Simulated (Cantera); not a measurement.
A perfectly stirred reactor is fed with CH4 : O2 : N2 = 1 : 1.67 : 5.7 (molar parts), equivalence ratio 1.2, at 533 Torr; it is adiabatic with a 775 K inlet, and is followed from long to short residence time, starting on the burning branch (τ in s: 0.024, 0.014, 0.0081, 0.0046, 0.0027, 0.0015, 0.00088, 0.00051, 0.00029, 0.00017, 9.6e-05).

Detailed kinetics in Cantera: GRI-Mech 3.0 (53 species, 325 reactions).

**Question.** Predict: blow-out, bracketed by the residence times tried; x(CH4) at τ = 24.0 ms; x(O2) at τ = 24.0 ms; x(N2O) at τ = 24.0 ms; x(HCO) at τ = 24.0 ms; x(CH4) at τ = 1.50 ms; x(O2) at τ = 1.50 ms; x(N2O) at τ = 1.50 ms; x(HCO) at τ = 1.50 ms.

**Answer.** blow-out, bracketed by the residence times tried: burning at 96.0 µs, the shortest tried
x(CH4) at τ = 24.0 ms: 7.16e-6
x(O2) at τ = 24.0 ms: 0.00267
x(N2O) at τ = 24.0 ms: 8.09e-8
x(HCO) at τ = 24.0 ms: 1.81e-7
x(CH4) at τ = 1.50 ms: 6.36e-5
x(O2) at τ = 1.50 ms: 0.00638
x(N2O) at τ = 1.50 ms: 5.89e-8
x(HCO) at τ = 1.50 ms: 2.16e-6
